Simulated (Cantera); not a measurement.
Feed: 1 mol CF₄, 0.27 mol H₂, at 1877 °C.

Cantera equilibrium calculation (NASA polynomials, part measured and part estimated; ideal gas, pure solids and liquids). Candidate condensed phases: C, C₆H₆, C₇H₈, C₈H₁₈; 95 gas species. Gases not in the tables: C₂F₆ and larger saturated fluorocarbons. Kinetics and transport are ignored.

What share of the C ends up in condensed phases as a function of P (Pa), at 1, 6.80, 46, 320, 2200, 15000, 100000?


| P (Pa) | C condensed (%) | as |
|---|---|---|
| 1 | 91.4 | C(graphite) |
| 6.80 | 68.3 | C(graphite) |
| 46 | 14.1 | C(graphite) |
| 320 | 0.0 | - |
| 2200 | 2.8 | C(graphite) |
| 15000 | 8.8 | C(graphite) |
| 100000 | 11.5 | C(graphite) |
